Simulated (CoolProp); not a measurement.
Saturation properties of dimethyl carbonate.

Values from CoolProp's reference Helmholtz-energy equation of state, Zhou 2011.

```csv
T (°C),p (MPa),vapour density (kg/m³),liquid cp (kJ/(kg K)),surface tension (mN/m)
67.45,0.04645,1.502,1.906,22.2
73.25,0.05738,1.830,1.919,21.3
78.95,0.07006,2.204,1.931,20.5
84.65,0.08489,2.637,1.945,19.8
90.45,0.1024,3.144,1.959,19.0
96.15,0.1224,3.714,1.973,18.2
101.85,0.1453,4.362,1.988,17.4
107.65,0.1719,5.109,2.004,16.7
113.35,0.2017,5.937,2.020,15.9
119.05,0.2353,6.868,2.036,15.2
124.85,0.2738,7.928,2.053,14.4
130.55,0.3163,9.091,2.071,13.7
136.25,0.3636,10.38,2.088,13.0
```

It boils at 90.1 °C under 1 atm.

Surface tension comes from a separate correlation (Mulero 2014).
